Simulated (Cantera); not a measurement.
**Thermodynamics of tantalum, niobium, vanadium and zirconium in process gases, feed Ta(OEt)5 + CH4 + H2O**

Feed: 1 mol Ta(OEt)5, 0.91 mol CH4, 0.27 mol H2O, at 40.0 mbar.

Cantera equilibrium calculation (NASA polynomials, part measured and part estimated; ideal gas, pure solids and liquids). Candidate condensed phases: C, C6H6, C7H8, C8H18, H2O, Ta, TaC, Ta2O5; 113 gas species. The feed counts by its element totals alone. TaC: taken at fixed stoichiometry. Condensed phases not in the tables: Ta2C. Kinetics and transport are ignored.

From 825 K to 1025 K the condensed part is C(graphite) + Ta2O5(s). From 1225 K to 2625 K the condensed part is C(graphite) + TaC(s).

| T (K) | x H2 | x CO | x H | x H2O | x CH4 | x CO2 | x C2H2 (acetylene) | x C2H | n C(graphite) | n Ta2O5(s) | n TaC(s) |
|---|---|---|---|---|---|---|---|---|---|---|---|
| 825 | 0.820 | 0.0977 | 3.59e-11 | 0.0405 | 0.0243 | 0.0172 | 2.97e-12 | <1e-12 | 8.67 | 0.500 | 0 |
| 1025 | 0.838 | 0.158 | 1.99e-8 | 0.00141 | 0.00207 | 0.000344 | 1.85e-9 | <1e-12 | 8.13 | 0.500 | 0 |
| 1225 | 0.734 | 0.265 | 1.34e-6 | 0.000153 | 0.000283 | 3.77e-5 | 1.19e-7 | <1e-12 | 4.64 | 0 | 1.00 |
| 1425 | 0.735 | 0.265 | 2.92e-5 | 2.37e-5 | 8.13e-5 | 3.76e-6 | 2.59e-6 | <1e-12 | 4.64 | 0 | 1.00 |
| 1625 | 0.734 | 0.265 | 0.000302 | 5.83e-6 | 3.17e-5 | 6.78e-7 | 2.61e-5 | 4.13e-11 | 4.64 | 0 | 1.00 |
| 1825 | 0.733 | 0.265 | 0.00189 | 1.96e-6 | 1.52e-5 | 1.81e-7 | 0.000157 | 3.94e-9 | 4.63 | 0 | 1.00 |
| 2025 | 0.727 | 0.264 | 0.00820 | 8.16e-7 | 8.40e-6 | 6.35e-8 | 0.000658 | 1.51e-7 | 4.61 | 0 | 1.00 |
| 2225 | 0.709 | 0.262 | 0.0273 | 3.91e-7 | 5.01e-6 | 2.69e-8 | 0.00208 | 2.97e-6 | 4.56 | 0 | 1.00 |
| 2425 | 0.666 | 0.256 | 0.0730 | 2.01e-7 | 3.02e-6 | 1.29e-8 | 0.00520 | 3.47e-5 | 4.42 | 0 | 1.00 |
| 2625 | 0.583 | 0.244 | 0.162 | 1.03e-7 | 1.69e-6 | 6.59e-9 | 0.0104 | 0.000267 | 4.16 | 0 | 1.00 |
x: gas mole fraction; n: condensed amount in mol.
